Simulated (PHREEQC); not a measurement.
A solution holds 0.15 mol/kgw FeCl3, 0.037 mol/kgw HCl and 0.0073 mol/kgw Na2SO4, at 25 °C. Closed to the air; pH follows from the charge balance.

Equilibrium calculation in PHREEQC: ion-association model, phreeqc.dat.

Each row changes one thing in this solution. This is a speciation only: nothing precipitates in the calculation.

| case | pH | ionic strength (mol/kgw) | Cl- (mol/kgw) |
|---|---|---|---|
| as made | 1.51 | 0.535 | 0.350 |
| diluted 100-fold with water | 2.82 | 0.00705 | 0.00484 |
| FeCl3 left out | 1.55 | 0.0500 | 0.0370 |
| diluted 2-fold with water | 1.70 | 0.310 | 0.193 |
| Na2SO4 from 0.0073 to 0.00146 mol/kgw | 1.50 | 0.535 | 0.346 |
| diluted 5-fold with water | 1.94 | 0.144 | 0.0854 |
| Na2SO4 left out | 1.50 | 0.535 | 0.345 |
| FeCl3 replaced by CuCl2 at the same molality | 1.57 | 0.437 | 0.308 |
| HCl from 0.037 to 0.074 mol/kgw | 1.25 | 0.556 | 0.380 |

Complexes and solids missing from the database can't appear. Some of these states are supersaturated (in Hematite (slow to form), Goethite (slow to form), for instance).
